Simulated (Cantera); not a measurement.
Input (Python, Cantera) and output of one run.

```python
import numpy as np
import cantera as ct

gas_names = """
    CL CL2 H HCL H2 Si SiCL SiCL2 SiCL3 SiCL4 SiH SiHCL3 SiH2 SiH2CL2 SiH3 SiH3CL SiH4 Si2 Si3
""".split()
cond_names = """
    Si(cr) Si(L)
""".split()


# ... load() reads the species with a 1 bar reference pressure and builds the phases ...
atoms = {
    'Si': {'Si': 1},
    'HCl': {'H': 1, 'CL': 1},
    'H2': {'H': 2},
}
top_T = {}  # K; cautious upper limits of use, not melting points


# ... equilibrate(T, P, feed) seeds the gas with the atoms and calls Mixture.equilibrate('TP', solver="vcs", rtol=1e-11, max_steps=5000) ...
results = []
feed = {'Si': 1, 'HCl': 2.1, 'H2': 0.24}  # mol
T = 823.15  # K
for P in [1, 5.2, 27, 140, 720, 3700, 19000, 100000]:
    mix = equilibrate(T, P, feed)
    results.append((T, P, feed, dict(zip(mix.species_names, mix.species_moles))))

top = {s: max(r[3][s] / sum(r[3][g] for g in gas_names) for r in results) for s in gas_names}
cols = sorted((s for s in top if top[s] > 1e-06), key=lambda s: -top[s])[:7]
seen = [c for c in cond_names if any(r[3].get(c, 0) > 1e-12 for r in results)]
print("log10 of partial pressures in bar; condensed amounts in mol")
print(f"{'P/Pa':>10s}" + "".join(f"{s[:9]:>10s}" for s in cols + seen))
for T, P, feed, n in results:
    ng = sum(n[g] for g in gas_names)
    print(f"{P:10.4g}" + "".join(f"{np.log10(max(n[s] / ng * P / 1e5, 1e-99)):10.3f}" for s in cols)
          + "".join(f"{n.get(c, 0):10.4g}" for c in seen))
```

Result:

```
log10 of partial pressures in bar; condensed amounts in mol
      P/Pa        H2     SiCL4    SiHCL3       HCL   SiH2CL2     SiCL3     SiCL2    Si(cr)
         1    -5.166    -5.569    -7.215    -6.437    -9.936    -7.594    -7.667    0.4858
       5.2    -4.445    -4.848    -6.314    -5.897    -8.854    -7.053    -7.307    0.4802
        27    -3.727    -4.132    -5.418    -5.359    -7.779    -6.517    -6.949     0.475
       140    -3.011    -3.421    -4.527    -4.823    -6.707    -5.984    -6.593    0.4696
       720    -2.300    -2.719    -3.645    -4.292    -5.646    -5.457    -6.242    0.4634
      3700    -1.592    -2.024    -2.769    -3.764    -4.589    -4.935    -5.894    0.4556
   1.9e+04    -0.885    -1.336    -1.900    -3.239    -3.539    -4.420    -5.551    0.4453
     1e+05    -0.169    -0.650    -1.028    -2.710    -2.480    -3.905    -5.208    0.4313
```

Cantera equilibrium calculation (NASA polynomials, part measured and part estimated; ideal gas, pure solids and liquids). The tables' values for SiCl3 are old estimates; treat these amounts as uncertain.
